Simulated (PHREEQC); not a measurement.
A solution holds 0.0025 mol Na2SO4, 0.00012 mol NaHCO3 and 0.012 mol KBr per kg of water, at 8.5 °C. Closed to the air; pH follows from the charge balance.

Equilibrium calculation in PHREEQC: Pitzer model, pitzer.dat.

The ionic strength comes out as 0.0196 mol/kgw. What activity coefficients do K+, SO4-2, HCO3-, Na+, CO3-2 get?

K+ 0.87, SO4-2 0.56, HCO3- 0.90, Na+ 0.87, CO3-2 0.58. Single-ion values are on the MacInnes scale.

This is a speciation only: nothing precipitates in the calculation. Species that the database lacks are ignored. Constants without temperature data keep their 25 °C values here.
